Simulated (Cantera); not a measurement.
A perfectly stirred reactor is fed with 9.67 % CH4, 16.2 % O2, 60.6 % N2, 13.5 % CO2, equivalence ratio 1.2, at 5.00 bar; it is adiabatic with a 400 K inlet, and is followed from long to short residence time, starting on the burning branch (τ in s: 0.098, 0.04, 0.016, 0.0067, 0.0027, 0.0011, 0.00046, 0.00019, 7.7e-05, 3.1e-05).

Computed with Cantera and GRI-Mech 3.0 (53 species, 325 reactions).

Q: Predict: blow-out, bracketed by the residence times tried; x(CH4) at τ = 98.0 ms; x(O2) at τ = 98.0 ms; x(CO2) at τ = 98.0 ms; x(NO) at τ = 98.0 ms; x(CH3) at τ = 98.0 ms; x(CH4) at τ = 1.10 ms; x(O2) at τ = 1.10 ms; x(CO2) at τ = 1.10 ms; x(NO) at τ = 1.10 ms; x(CH3) at τ = 1.10 ms.

A: 
```json
{
 "blow_out_bracketed_by_the_residence_times_tried": "burning at 1.10 ms, out at 0.460 ms",
 "x(CH4) at τ = 98.0 ms": "0.000113",
 "x(O2) at τ = 98.0 ms": "0.000229",
 "x(CO2) at τ = 98.0 ms": "0.175",
 "x(NO) at τ = 98.0 ms": "3.48e-5",
 "x(CH3) at τ = 98.0 ms": "1.63e-5",
 "x(CH4) at τ = 1.10 ms": "0.00177",
 "x(O2) at τ = 1.10 ms": "0.00789",
 "x(CO2) at τ = 1.10 ms": "0.167",
 "x(NO) at τ = 1.10 ms": "1.34e-5",
 "x(CH3) at τ = 1.10 ms": "0.000323"
}
```
